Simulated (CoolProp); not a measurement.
200 sccm (0 °C, 1 atm) of nitrogen bubbles through liquid hexamethyldisiloxane (MM) at 293.5 K and leaves saturated at a total pressure of 0.0569 MPa (ideal gas phase). Each further row changes one setting.

Model: reference Helmholtz-energy equation of state, Thol 2016, in CoolProp.

```
case                      vapour pressure (kPa)  mole fraction of vapour  delivery (mg/min)  delivery (sccm)  change of delivery for a bath 1 K warmer (%)
------------------------  ---------------------  -----------------------  -----------------  ---------------  --------------------------------------------
as stated                                  4.38                   0.0770                  ?                ?                                           5.9
bath temperature 298.5 K                   5.68                        ?                  ?             22.2                                             ?
total pressure 0.114 MPa                   4.38                   0.0385                  ?             8.00                                           5.6
```

Task: Complete the blanks.

Result: 
- as stated, delivery (mg/min): 121
- as stated, delivery (sccm): 16.7
- bath temperature 298.5 K, mole fraction of vapour: 0.0997
- bath temperature 298.5 K, delivery (mg/min): 161
- bath temperature 298.5 K, change of delivery for a bath 1 K warmer (%): 5.8
- total pressure 0.114 MPa, delivery (mg/min): 57.9
